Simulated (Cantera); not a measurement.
## Si(CH₃)₄ + HCl + H₂ (silicon carbide growth)

Feed: 1 mol Si(CH₃)₄, 0.39 mol HCl, 2 mol H₂, held at 1425 °C.

Cantera equilibrium calculation (NASA polynomials, part measured and part estimated; ideal gas, pure solids and liquids). Candidate condensed phases: C, C₆H₆, C₇H₈, C₈H₁₈, Si, SiC; 109 gas species. Kinetics and transport are ignored.

From 1.00 mbar to 1.00 bar the condensed part is C(graphite) + SiC(s). The main Si-bearing gas is SiCl₂ throughout.

```csv
P (Pa),log p H₂,log p HCl,log p H,log p CH₄,log p Cl,log p SiCl₂,log p C₂H₂ (acetylene),n C(graphite),n SiC(s)
100,-3.02,-4.34,-5.35,-9.00,-6.78,-6.93,-7.16,3.00,0.999
270,-2.59,-3.91,-5.14,-8.14,-6.56,-6.50,-6.73,3.00,0.999
720,-2.16,-3.48,-4.92,-7.29,-6.35,-6.07,-6.31,3.00,0.999
1900,-1.74,-3.06,-4.71,-6.44,-6.13,-5.65,-5.88,3.00,0.999
5200,-1.30,-2.62,-4.49,-5.57,-5.92,-5.21,-5.45,3.00,0.999
14000,-0.87,-2.19,-4.28,-4.71,-5.70,-4.78,-5.02,3.00,0.999
37000,-0.45,-1.77,-4.07,-3.86,-5.49,-4.36,-4.60,3.00,0.999
100000,-0.02,-1.33,-3.85,-3.00,-5.27,-3.93,-4.16,2.99,0.999
```
log p: log10 of the partial pressure in bar; n: condensed amount in mol.
